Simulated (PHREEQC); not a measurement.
Consider water at 60 °C with 21 mmol/kgw KOH, 3.5 mmol/kgw NaAlO2 and 9.1 mmol/kgw Na2CO3. Closed to the air; pH follows from the charge balance.

Equilibrium calculation in PHREEQC: ion-association model, wateq4f.dat.

```csv
quantity,before,after
pH,11.27,11.26
ionic strength (mol/kgw),0.0440,0.0521
CO3-2 (mol/kgw),0.00508,0.00682
NaCO3- (mol/kgw),0.00380,0.00660
HCO3- (mol/kgw),0.000215,0.000282
SI of Gibbsite (Al(OH)3),-0.72,-0.72
SI of Boehmite (AlOOH),-0.78,-0.78
```

Question: Name the change that produced these shifts.
A. temperature from 60 to 5 °C
B. Na2CO3 replaced by KHCO3 at the same molality
C. diluted 100-fold with water
D. NaAlO2 from 0.0035 to 0.00315 mol/kgw
E. Na2CO3 from 0.0091 to 0.0137 mol/kgw

Answer: E, Na2CO3 from 0.0091 to 0.0137 mol/kgw

This is a speciation only: nothing precipitates in the calculation. At this temperature some constants are extrapolated from 25 °C, and those without enthalpy data are left unchanged.
